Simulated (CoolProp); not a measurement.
Computed with CoolProp (reference Helmholtz-energy equation of state, Lemmon 2006). It is a short technical equation, of lower accuracy than the large ones.

Q: For neopentane, give the phase and the Z, cv (kJ/(kg K)), speed of sound (m/s) at 156.75 °C and 23.6 bar; 171.75 °C and 23.6 bar; 201.85 °C and 23.6 bar.

A: 
- 156.75 °C and 23.6 bar: gas; Z 0.656, cv 2.30, speed of sound 153
- 171.75 °C and 23.6 bar: gas; Z 0.713, cv 2.33, speed of sound 169
- 201.85 °C and 23.6 bar: gas; Z 0.787, cv 2.43, speed of sound 193
